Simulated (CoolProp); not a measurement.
Computed with CoolProp (reference Helmholtz-energy equation of state, Lemmon 2006). It is a short technical equation, of lower accuracy than the large ones.

Question: Give the vapour pressure (MPa), vapour density (kg/m³), enthalpy of vaporisation (kJ/kg), liquid cp (kJ/(kg K)) of saturated carbon monoxide at -161.35, -152.85 °C.

Answer: 
| T (°C) | p (MPa) | vapour density (kg/m³) | enthalpy of vaporisation (kJ/kg) | liquid cp (kJ/(kg K)) |
|---|---|---|---|---|
| -161.35 | 1.19 | 46.8 | 156 | 2.63 |
| -152.85 | 1.91 | 80.3 | 128 | 3.24 |
